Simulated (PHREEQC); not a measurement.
A solution holds 0.0013 mol/kgw H3AsO4, 0.00024 mol/kgw NaOH and 0.021 mol/kgw FeCl3, at 88 °C. Closed to the air; pH follows from the charge balance.

Equilibrium calculation in PHREEQC: ion-association model, wateq4f.dat.

Precipitation was switched off in this run.

Problem. What pH, ionic strength does the model give?

Solution. pH 1.92; ionic strength 0.0908 mol/kgw.

Problem. In which forms is As present?

Solution. H3AsO4 75 %, H2AsO4- 25 % of the As.

Saturation is exceeded, for instance for Hematite (slow to form), Goethite (slow to form); the values hold only as long as no solid forms. Species that the database lacks are ignored. The database's scorodite may be far more soluble than the real mineral, and it has no iron arsenate complexes; the constant wasn't checked at its source. Constants without temperature data keep their 25 °C values here.
